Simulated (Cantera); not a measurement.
A perfectly stirred reactor is fed with 4.56 % CH₄, 94.9 % H₂, 0.503 % CO₂, at 20.0 Torr; it is held at 1525 K, and followed from long to short residence time.

Model: GRI-Mech 3.0 (53 species, 325 reactions), integrated in Cantera. GRI-Mech 3.0 stops at C3 and has no aromatics, soot or wall deposition, so with more carbon than oxygen in the feed, carbon stays in small species such as C2H2 where larger ones or solid carbon would form. Radical loss at walls, strong at low pressure, is not modelled.

Problem. Predict: x(CH₄) at τ = 29.0 s; x(H₂) at τ = 29.0 s; x(CO₂) at τ = 29.0 s; x(C₂H₆) at τ = 29.0 s; x(CH₄) at τ = 77.0 ms; x(H₂) at τ = 77.0 ms; x(CO₂) at τ = 77.0 ms; x(C₂H₆) at τ = 77.0 ms.

Solution. 
- x(CH₄) at τ = 29.0 s = 0.0219
- x(H₂) at τ = 29.0 s = 0.957
- x(CO₂) at τ = 29.0 s = 0.000204
- x(C₂H₆) at τ = 29.0 s = 7.54e-7
- x(CH₄) at τ = 77.0 ms = 0.0454
- x(H₂) at τ = 77.0 ms = 0.949
- x(CO₂) at τ = 77.0 ms = 0.00487
- x(C₂H₆) at τ = 77.0 ms = 1.22e-6
